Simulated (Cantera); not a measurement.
A perfectly stirred reactor is fed with NH₃ : H₂ = 1 : 11 (molar parts), at 13300 Pa; it is held at 1675 K, and followed from long to short residence time.

Computed with Cantera and the gas-phase N/H chemistry of the illustrative SiF4/NH3 mechanism in the Surface Chemkin manual (1991). Walls and surfaces, which speed up NH3 decomposition in real reactors, are not modelled.

Predict: x(NH₃) at τ = 12.0 s; x(H₂) at τ = 12.0 s; x(NH₂) at τ = 12.0 s; x(NH) at τ = 12.0 s; x(N) at τ = 12.0 s; x(NH₃) at τ = 49.0 ms; x(H₂) at τ = 49.0 ms; x(NH₂) at τ = 49.0 ms; x(NH) at τ = 49.0 ms; x(N) at τ = 49.0 ms.

x(NH₃) at τ = 12.0 s: 0.0583
x(H₂) at τ = 12.0 s: 0.930
x(NH₂) at τ = 12.0 s: 2.90e-5
x(NH) at τ = 12.0 s: 3.57e-7
x(N) at τ = 12.0 s: 2.48e-8
x(NH₃) at τ = 49.0 ms: 0.0833
x(H₂) at τ = 49.0 ms: 0.917
x(NH₂) at τ = 49.0 ms: 2.33e-5
x(NH) at τ = 49.0 ms: 1.62e-7
x(N) at τ = 49.0 ms: 6.34e-9
